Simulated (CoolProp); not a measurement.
Vapour-liquid equilibrium of dimethyl carbonate (1) + n-heptane (2) at 155.95 °C; x and y are mole fractions of (1).

Model: multi-fluid Helmholtz-energy mixture model, Zhou 2011 and Span 2003; pair parameters Bell 2016, in CoolProp.

Q: Give the bubble pressure and the first vapour's composition at x = 0.15, 0.75, 0.85. Is there an azeotrope?

A: x = 0.15: 5.423 bar, y = 0.297; x = 0.75: 6.615 bar, y = 0.709; x = 0.85: 6.443 bar, y = 0.785. y crosses x between x = 0.65 and 0.75: the model has an azeotrope there.

The pair parameters rest on a limited set of measurements; away from them the model extrapolates.
